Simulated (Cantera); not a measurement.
## Adiabatic ignition

An adiabatic, constant-pressure homogeneous reactor starts with CH₄ : O₂ : N₂ = 1 : 3.51 : 13.2 (molar parts), at 975 K and 2800000 Pa.

Detailed kinetics in Cantera: GRI-Mech 3.0 (53 species, 325 reactions). The pressure lies above the range GRI-Mech 3.0 was tuned for (to about 10 atm). Below about 1000 K GRI-Mech 3.0 lacks low-temperature oxidation paths.

```csv
t (s),T (K),x CH₄,x O₂,x C₂H₆,x H,x C₂H
4.00e-6,975,0.0565,0.198,<1e-12,<1e-12,<1e-12
1.39e-5,975,0.0565,0.198,<1e-12,<1e-12,<1e-12
4.80e-5,975,0.0565,0.198,<1e-12,<1e-12,<1e-12
0.000167,975,0.0565,0.198,4.35e-11,<1e-12,<1e-12
0.000577,975,0.0565,0.198,2.37e-9,<1e-12,<1e-12
0.00200,975,0.0565,0.198,1.07e-7,1.36e-12,<1e-12
0.00693,975,0.0565,0.198,1.44e-6,4.82e-12,<1e-12
0.0240,976,0.0563,0.198,1.91e-5,5.72e-11,<1e-12
0.0833,2157,<1e-12,0.0834,<1e-12,6.71e-6,<1e-12
0.289,2149,<1e-12,0.0815,<1e-12,6.26e-6,<1e-12
1.00,2149,<1e-12,0.0815,<1e-12,6.24e-6,<1e-12
```
x: mole fraction; the columns are a selection and need not sum to one.

```json
{
 "time_of_steepest_temperature_rise": "43.6 ms",
 "temperature at 1.00 s": "2149 K",
 "equilibrium_temperature": "2149 K",
 "x(CH₄) at 1.00 s": "<1e-12 (gas-phase equilibrium <1e-12)",
 "x(O₂) at 1.00 s": "0.0815 (gas-phase equilibrium 0.0815)",
 "x(C₂H₆) at 1.00 s": "<1e-12 (gas-phase equilibrium <1e-12)"
}
```
